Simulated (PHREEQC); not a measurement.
Dissolve 0.013 mol/kgw NiSO4, 0.0033 mol/kgw NaOH and 0.078 mol/kgw MnSO4 at 45 °C. Closed to the air; pH follows from the charge balance.

Computed with PHREEQC (ion-association model, wateq4f.dat).

The ionic strength comes out as 0.181 mol/kgw. What activity coefficients do Ni+2, NiOH+, SO4-2, Ni(SO4)2-2, Na+ get?

Ni+2 0.30, NiOH+ 0.74, SO4-2 0.29, Ni(SO4)2-2 0.30, Na+ 0.74.

This is a speciation only: nothing precipitates in the calculation. In wateq4f.dat the enthalpy of Ni(OH)2 has the wrong sign, so its saturation index can't be trusted away from 25 °C. Constants without temperature data keep their 25 °C values here.
